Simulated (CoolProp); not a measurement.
A Linde-Hampson liquefier for nitrogen: isothermal reversible compression at 300 K from 1 atm to 30 MPa, throttling to 1 atm, return gas leaving the recuperator 2 K below the feed. Each further row changes one setting.

Computed with CoolProp (reference Helmholtz-energy equation of state, Span 2000).

| case | liquid yield per pass | compression work (kJ/kg of gas) |
|---|---|---|
| as stated | 0.084 | 511 |
| high pressure 60 MPa | 0.075 | 591 |
| warm-end temperature 330 K | 0.060 | 566 |
| warm-end gap 7 K | 0.073 | 511 |
